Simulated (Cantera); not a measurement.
Input: 1 mol CH2F2, 18 mol H2, held at 0.0555 Torr.

Method: chemical equilibrium by Gibbs-energy minimisation in Cantera with the NASA 1993 tables (ideal gas, pure condensed phases). Candidate condensed phases: C, C6H6, C7H8, C8H18; 95 gas species. Equilibrium is a limit: real reactors are often held back by kinetics, nucleation or transport. All values below are at 2650 °C.

Base state: H 0.923, F 0.0273, HF 0.0227, C 0.0216, H2 0.00411, C2 0.000812, C3 0.000543, CF 0.000179 (mole fractions); condensed: gas only.

Question: What changes in the equilibrium state with this change: pressure from 0.0555 Torr to 0.975 Torr?

Answer: 
```
species            before     after
----------------  -------  --------
H                   0.923     0.867
H2                0.00411    0.0636
HF                 0.0227    0.0512
F                  0.0273   0.00374
C                  0.0216   0.00673
C2H2 (acetylene)  9.08e-7  0.000422
C2H               3.13e-5  0.000881
```
